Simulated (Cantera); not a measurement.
An isothermal, constant-pressure homogeneous reactor starts with C2H6 : N2 = 1 : 19 (molar parts), at 1350 K and 0.0370 bar.

Detailed kinetics in Cantera: GRI-Mech 3.0 (53 species, 325 reactions). GRI-Mech 3.0 stops at C3 and has no aromatics, soot or wall deposition, so with more carbon than oxygen in the feed, carbon stays in small species such as C2H2 where larger ones or solid carbon would form. Radical loss at walls, strong at low pressure, is not modelled.

x: mole fraction; the columns are a selection and need not sum to one.

| t (s) | x C2H6 | x H | x CH3 | x C2H4 | x HCN |
|---|---|---|---|---|---|
| 0.000100 | 0.0500 | 2.61e-7 | 7.21e-5 | 1.07e-6 | <1e-12 |
| 0.000269 | 0.0499 | 1.99e-6 | 0.000183 | 1.97e-5 | <1e-12 |
| 0.000725 | 0.0493 | ___ | ___ | ___ | 3.58e-10 |
| 0.00195 | 0.0461 | 2.49e-5 | 0.000881 | 0.00277 | 7.86e-9 |
| 0.00525 | 0.0356 | 3.40e-5 | 0.00103 | 0.0112 | 2.43e-8 |
| 0.0141 | 0.0158 | 4.30e-5 | 0.000707 | 0.0248 | 4.17e-8 |
| 0.0381 | 0.00174 | 3.60e-5 | 0.000220 | 0.0265 | 5.40e-8 |
| 0.102 | 0.000108 | 1.22e-5 | 5.54e-5 | 0.0186 | 5.54e-8 |
| 0.276 | 9.49e-6 | 4.28e-6 | 1.78e-5 | 0.0130 | 5.52e-8 |
| 0.743 | 1.65e-6 | 2.04e-6 | 8.01e-6 | 0.00864 | 5.50e-8 |
| 2.00 | ___ | ___ | ___ | ___ | 5.48e-8 |

Question: Some entries are withheld; supply them.

Answer: 
- 0.000725, x H: 1.10e-5
- 0.000725, x CH3: 0.000429
- 0.000725, x C2H4: 0.000323
- 2.00, x C2H6: 9.76e-7
- 2.00, x H: 1.80e-6
- 2.00, x CH3: 6.68e-6
- 2.00, x C2H4: 0.00406
